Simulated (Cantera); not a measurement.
A closed system holds: 1 mol Zr, a varied amount of O2, 110 mol H2, held at 750 Torr.

Method: chemical equilibrium by Gibbs-energy minimisation in Cantera with the NASA 1993 tables (ideal gas, pure condensed phases). Candidate condensed phases: H2O, Zr, ZrO2; 12 gas species. Mutual solubility and eutectic melting of coexisting phases are not modelled. Condensed phases not in the tables: N, O or C dissolved in the metal. Rates play no part.

What condenses at these points (T in K, n(O2) in mol): (2548, 1.7); (2098, 0.088); (1648, 1.5); (2098, 1); (2698, 1.3); (2848, 0.088)?


```tsv
T (K)	n(O2) in mol	condensed phases	Zr condensed (%)
2548	1.7	ZrO2	100.0
2098	0.088	Zr + ZrO2	100.0
1648	1.5	ZrO2	100.0
2098	1	Zr + ZrO2	100.0
2698	1.3	ZrO2	99.8
2848	0.088	Zr	83.0
```
